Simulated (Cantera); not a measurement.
# Equilibrium for abatement and gas-phase synthesis: SF₆ + O₂ + N₂

Charge: 1 mol SF₆, 0.38 mol O₂, 34 mol N₂, equilibrated at 3202 °C and 428 Torr.

Method: chemical equilibrium by Gibbs-energy minimisation in Cantera with the NASA 1993 tables (ideal gas, pure condensed phases). Candidate condensed phases: S; 35 gas species. The numbers say what is thermodynamically allowed, not how fast it happens.

```
Item                                 Value
-------------------------------  ---------
x(N₂)                                0.818
x(F)                                 0.144
x(S)                                0.0189
x(O)                                0.0104
x(SO)                              0.00404
x(NO)                              0.00297
x(SF)                             0.000322
x(O₂)                             0.000289
x(S₂)                             0.000289
gas amount                       41.48 mol
log10 activity of S(l) (absent)      -3.83
```
